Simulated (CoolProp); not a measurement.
A simple Rankine cycle with dimethyl ether: condensing at 294.15 K, boiler at 2.51 MPa, turbine inlet 399.1 K, turbine efficiency 0.75, pump efficiency 0.6, no recuperator. Each further row changes one setting.

Model: reference Helmholtz-energy equation of state, Wu 2011, in CoolProp.

```json
[
 {"case": "as stated", "thermal efficiency (%)": "11.4", "net work (kJ/kg)": "61.8", "heat in (kJ/kg)": "541", "turbine exit temperature (K)": "338.0", "volume ratio over the turbine": "4.69"},
 {"case": "turbine inlet 419.1 K", "thermal efficiency (%)": "11.6", "net work (kJ/kg)": "___", "heat in (kJ/kg)": "583", "turbine exit temperature (K)": "359.6", "volume ratio over the turbine": "___"},
 {"case": "condensing temperature 286.15 K", "thermal efficiency (%)": "___", "net work (kJ/kg)": "71.4", "heat in (kJ/kg)": "___", "turbine exit temperature (K)": "___", "volume ratio over the turbine": "___"},
 {"case": "boiler pressure 1.76 MPa", "thermal efficiency (%)": "9.3", "net work (kJ/kg)": "52.1", "heat in (kJ/kg)": "559", "turbine exit temperature (K)": "___", "volume ratio over the turbine": "3.23"},
 {"case": "turbine efficiency 0.65", "thermal efficiency (%)": "9.8", "net work (kJ/kg)": "52.9", "heat in (kJ/kg)": "541", "turbine exit temperature (K)": "___", "volume ratio over the turbine": "4.79"}
]
```

Problem. What belongs in the gaps?

Solution. 
- turbine inlet 419.1 K, net work (kJ/kg): 67.5
- turbine inlet 419.1 K, volume ratio over the turbine: 4.62
- condensing temperature 286.15 K, thermal efficiency (%): 12.8
- condensing temperature 286.15 K, heat in (kJ/kg): 560
- condensing temperature 286.15 K, turbine exit temperature (K): 330.1
- condensing temperature 286.15 K, volume ratio over the turbine: 5.92
- boiler pressure 1.76 MPa, turbine exit temperature (K): 354.4
- turbine efficiency 0.65, turbine exit temperature (K): 343.3
